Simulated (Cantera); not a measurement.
An adiabatic, constant-pressure homogeneous reactor starts with 6.48 % CH4, 19.6 % O2, 73.9 % N2, at 1773 K and 101000 Pa.

Computed with Cantera and GRI-Mech 3.0 (53 species, 325 reactions).

Question: Predict: time of steepest temperature rise; temperature at 0.700 s; equilibrium temperature; x(O2) at 0.700 s; x(HO2) at 0.700 s; x(H2) at 0.700 s; x(NO) at 0.700 s.

Answer: 
| Item | Result |
|---|---|
| time of steepest temperature rise | 0.128 ms |
| temperature at 0.700 s | 2696 K |
| equilibrium temperature | 2696 K |
| x(O2) at 0.700 s | 0.0609 (gas-phase equilibrium 0.0609) |
| x(HO2) at 0.700 s | 9.45e-6 (gas-phase equilibrium 9.45e-6) |
| x(H2) at 0.700 s | 0.00630 (gas-phase equilibrium 0.00630) |
| x(NO) at 0.700 s | 0.0163 (gas-phase equilibrium 0.0163) |
